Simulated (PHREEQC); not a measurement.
Copper plating or etch bath: speciation

Make-up at 25 °C: 0.01 mol Cu(BF4)2 and 0.011 mol HNO3 per kg of water. Closed to the air; pH follows from the charge balance.

The numbers come from PHREEQC with the ion-association model, phreeqc.dat.

Each row changes one thing in this solution. This is a speciation only: nothing precipitates in the calculation.

```json
[
 {"case": "as made", "pH": "2.06", "ionic strength (mol/kgw)": "0.0401", "BF4- (mol/kgw)": "0.0173", "HF (mol/kgw)": "0.00675", "H3BO3 (mol/kgw)": "0.00154", "BF3OH- (mol/kgw)": "0.000935"},
 {"case": "temperature from 25 to 40 °C", "pH": "2.08", "ionic strength (mol/kgw)": "0.0396", "BF4- (mol/kgw)": "0.0168", "HF (mol/kgw)": "0.00856", "H3BO3 (mol/kgw)": "0.00195", "BF3OH- (mol/kgw)": "0.000964"},
 {"case": "HNO3 left out", "pH": "2.86", "ionic strength (mol/kgw)": "0.0311", "BF4- (mol/kgw)": "0.0169", "HF (mol/kgw)": "0.00446", "H3BO3 (mol/kgw)": "0.00128", "BF3OH- (mol/kgw)": "0.00139"},
 {"case": "Cu(BF4)2 from 0.01 to 0.015 mol/kgw", "pH": "2.06", "ionic strength (mol/kgw)": "0.0550", "BF4- (mol/kgw)": "0.0268", "HF (mol/kgw)": "0.00737", "H3BO3 (mol/kgw)": "0.00160", "BF3OH- (mol/kgw)": "0.00132"},
 {"case": "Cu(BF4)2 from 0.01 to 0.011 mol/kgw", "pH": "2.06", "ionic strength (mol/kgw)": "0.0430", "BF4- (mol/kgw)": "0.0192", "HF (mol/kgw)": "0.00689", "H3BO3 (mol/kgw)": "0.00156", "BF3OH- (mol/kgw)": "0.00102"}
]
```

Away from 25 °C the constants follow the database's enthalpies or fits; those with neither stay at their 25 °C values. Real BF4- forms and hydrolyses slowly; the run takes it at equilibrium.
